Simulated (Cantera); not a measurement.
A Cantera script and its output.

```python
import numpy as np
import cantera as ct

gas = ct.Solution("gri30.yaml", transport_model="multicomponent")
show = ['CH4', 'NH3', 'C2H2']

rows = []
print(f"{'T/K':>7s}{'rho':>11s}{'cp':>10s}{'mu':>11s}{'lambda':>11s}{'Pr':>7s}" + "".join(f"{'D_' + s:>11s}" for s in show))
for T in [400, 500, 600, 700, 800, 900, 1000, 1100, 1200]:
    gas.TPX = T, 6000, {'O2': 0.45, 'N2': 0.94, 'N2O': 0.43}
    Pr = gas.cp_mass * gas.viscosity / gas.thermal_conductivity
    D = [gas.mix_diff_coeffs_mole[gas.species_index(s)] for s in show]
    rows.append([gas.density, gas.cp_mass, gas.viscosity, gas.thermal_conductivity, Pr, *D])
    print(f"{T:7g}{gas.density:11.4e}{gas.cp_mass:10.1f}{gas.viscosity:11.4e}"
          f"{gas.thermal_conductivity:11.4e}{Pr:7.3f}" + "".join(f"{d:11.4e}" for d in D))
print("SI units: kg/m3, J/kg/K, Pa s, W/m/K, m2/s")
```

It prints:

```
    T/K        rho        cp         mu     lambda     Pr      D_CH4      D_NH3     D_C2H2
    400 5.9136e-02     997.0 2.2258e-05 3.1060e-02  0.714 5.9204e-04 5.9662e-04 4.3897e-04
    500 4.7309e-02    1032.2 2.6314e-05 3.7899e-02  0.717 8.7591e-04 9.0662e-04 6.5396e-04
    600 3.9424e-02    1065.4 3.0015e-05 4.4539e-02  0.718 1.2005e-03 1.2663e-03 9.0049e-04
    700 3.3792e-02    1097.2 3.3450e-05 5.1058e-02  0.719 1.5629e-03 1.6716e-03 1.1762e-03
    800 2.9568e-02    1127.3 3.6678e-05 5.7475e-02  0.719 1.9610e-03 2.1193e-03 1.4793e-03
    900 2.6283e-02    1154.5 3.9738e-05 6.3750e-02  0.720 2.3930e-03 2.6069e-03 1.8085e-03
   1000 2.3654e-02    1177.4 4.2658e-05 6.9778e-02  0.720 2.8575e-03 3.1323e-03 2.1624e-03
   1100 2.1504e-02    1194.8 4.5461e-05 7.5473e-02  0.720 3.3532e-03 3.6938e-03 2.5402e-03
   1200 1.9712e-02    1210.6 4.8162e-05 8.1026e-02  0.720 3.8790e-03 4.2900e-03 2.9410e-03
SI units: kg/m3, J/kg/K, Pa s, W/m/K, m2/s
```

Computed with Cantera and GRI-Mech 3.0 (53 species, 325 reactions). The composition is frozen, though it would react at the higher temperatures.
